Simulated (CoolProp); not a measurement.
The fluoroketone C6F12O (FK-5-1-12) along the isobar 0.898 MPa: density (kg/m³) from the reference equation and from simpler models built on Tc = 441.8 K, pc = 1.869 MPa, ω = 0.471; each cubic takes its own stable root.

Computed with CoolProp (reference Helmholtz-energy equation of state, McLinden 2015).

| T (K) | phase | reference |
|---|---|---|
| 417.4 | gas | 109.7 |
| 426.5 | gas | 103.5 |
| 435.7 | gas | 98.42 |
| 444.9 | gas | 94.07 |
| 454.1 | gas | 90.30 |
| 463.3 | gas | 86.97 |
| 472.5 | gas | 83.99 |
| 481.6 | gas | 81.33 |
| 490.8 | gas | 78.87 |
| 500 | gas | 76.62 |

### Question
How far does each simpler model (ideal gas, van der Waals, Soave-Redlich-Kwong) lie from the reference over these 10 states: mean and median of the absolute difference, and the worst?

### Answer
- ideal gas: mean 16.9 %, median 16.0 %, worst -25.5 % at 417.4 K and 0.898 MPa
- van der Waals: mean 2.3 %, median 1.4 %, worst -7.2 % at 417.4 K and 0.898 MPa
- Soave-Redlich-Kwong: mean 0.6 %, median 0.5 %, worst -1.2 % at 417.4 K and 0.898 MPa
